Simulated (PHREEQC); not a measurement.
Solution (25 °C): 0.0017 mol HF, 0.00011 mol (NH4)2SiF6, 7.3e-05 mol H3PO4 and 0.0021 mol HCl per kg of water. Closed to the air; pH follows from the charge balance.

All values are PHREEQC results (ion-association model, phreeqc.dat), not measurements.

| quantity | before | after |
|---|---|---|
| pH | 2.62 | 3.01 |
| ionic strength (mol/kgw) | 0.00276 | 0.00128 |
| HF (mol/kgw) | 0.00163 | 0.00123 |
| F- (mol/kgw) | 0.000486 | 0.000877 |
| H4SiO4 (mol/kgw) | 7.05e-5 | 6.98e-5 |
| H2PO4- (mol/kgw) | 5.49e-5 | 6.41e-5 |
| SI of Quartz (SiO2) | -0.17 | -0.18 |

**Question.** Name the change that produced these shifts.
(A) temperature from 25 to 85 °C
(B) 0.00028 mol/kgw KBr added
(C) HCl from 0.0021 to 0.00021 mol/kgw
(D) temperature from 25 to 65 °C

**Answer.** C, HCl from 0.0021 to 0.00021 mol/kgw

This is a speciation only: nothing precipitates in the calculation. SiF6-2 is the database's only silicon fluoride.
